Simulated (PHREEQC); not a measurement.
A solution holds 0.12 mol/kgw HF, 0.27 mol/kgw NaF and 0.32 mol/kgw H2SO4, at 25 °C. Closed to the air; pH follows from the charge balance.

Computed with PHREEQC (ion-association model, wateq4f.dat).

Each row changes one thing in this solution. This is a speciation only: nothing precipitates in the calculation.

```json
[
 {"case": "as made", "pH": "0.96", "ionic strength (mol/kgw)": "0.462", "HF (mol/kgw)": "0.185", "H2F2 (mol/kgw)": "0.0997", "F- (mol/kgw)": "0.00198", "HF2- (mol/kgw)": "0.00156"},
 {"case": "NaF left out", "pH": "0.56", "ionic strength (mol/kgw)": "0.386", "HF (mol/kgw)": "0.0816", "H2F2 (mol/kgw)": "0.0189", "F- (mol/kgw)": "0.000333", "HF2- (mol/kgw)": "0.000114"},
 {"case": "H2SO4 from 0.32 to 0.352 mol/kgw", "pH": "0.88", "ionic strength (mol/kgw)": "0.490", "HF (mol/kgw)": "0.185", "H2F2 (mol/kgw)": "0.100", "F- (mol/kgw)": "0.00167", "HF2- (mol/kgw)": "0.00133"},
 {"case": "H2SO4 left out", "pH": "3.56", "ionic strength (mol/kgw)": "0.256", "HF (mol/kgw)": "0.0555", "H2F2 (mol/kgw)": "0.00851", "F- (mol/kgw)": "0.209", "HF2- (mol/kgw)": "0.0471"},
 {"case": "temperature from 25 to 65 °C", "pH": "1.08", "ionic strength (mol/kgw)": "0.406", "HF (mol/kgw)": "0.284", "H2F2 (mol/kgw)": "0.0493", "F- (mol/kgw)": "0.00186", "HF2- (mol/kgw)": "0.00255"},
 {"case": "diluted 5-fold with water", "pH": "1.49", "ionic strength (mol/kgw)": "0.116", "HF (mol/kgw)": "0.0578", "H2F2 (mol/kgw)": "0.00893", "F- (mol/kgw)": "0.00163", "HF2- (mol/kgw)": "0.000371"},
 {"case": "0.071 mol/kgw TMAH added", "pH": "1.12", "ionic strength (mol/kgw)": "0.507", "HF (mol/kgw)": "0.184", "H2F2 (mol/kgw)": "0.0992", "F- (mol/kgw)": "0.00289", "HF2- (mol/kgw)": "0.00229"},
 {"case": "HF from 0.12 to 0.24 mol/kgw", "pH": "0.96", "ionic strength (mol/kgw)": "0.463", "HF (mol/kgw)": "0.221", "H2F2 (mol/kgw)": "0.141", "F- (mol/kgw)": "0.00234", "HF2- (mol/kgw)": "0.00221"}
]
```

(CH3)4N+ isn't in the database: it is added as a free cation with an ion size of 4 Å. wateq4f.dat counts part of the HF as a dimer, H2F2, which phreeqc.dat doesn't know; its constant is uncertain. Constants without temperature data keep their 25 °C values here.
